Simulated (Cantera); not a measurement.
## Pyrogenic steam for wet oxidation

An isothermal, constant-pressure homogeneous reactor starts with 24.4 % H2, 29.1 % O2, 46.5 % N2, equivalence ratio 0.42, at 1275 K and 0.240 bar.

Cantera simulation using GRI-Mech 3.0 (53 species, 325 reactions); the numbers are that mechanism's predictions, not measurements. The temperature is held fixed by assumption; the heat of reaction is taken as removed at once.

```tsv
t (s)	x H2	x O2	x HO2	x H2O2	x NO	x H2O
2.00e-6	0.244	0.291	8.96e-9	5.90e-12	<1e-12	9.77e-10
1.62e-5	0.244	0.291	8.12e-8	4.01e-10	<1e-12	3.92e-7
0.000131	0.0209	0.187	4.98e-5	4.02e-6	4.70e-6	0.202
0.00106	0.000328	0.192	1.39e-5	1.35e-6	8.43e-6	0.277
0.00861	5.93e-6	0.192	5.17e-7	1.16e-7	8.40e-6	0.278
0.0697	4.05e-7	0.192	5.31e-8	1.34e-8	8.44e-6	0.278
0.565	7.90e-8	0.192	3.18e-8	2.96e-9	8.43e-6	0.278
4.57	7.20e-8	0.192	3.21e-8	2.69e-9	8.42e-6	0.278
37.0	7.20e-8	0.192	3.21e-8	2.69e-9	8.43e-6	0.278
300	7.20e-8	0.192	3.21e-8	2.69e-9	8.43e-6	0.278
```
x: mole fraction; the columns are a selection and need not sum to one.

Equilibrium at this temperature and pressure: H2 7.20e-8, O2 0.192, HO2 3.21e-8, H2O2 2.69e-9, NO 0.000264, H2O 0.278 (gas phase only).
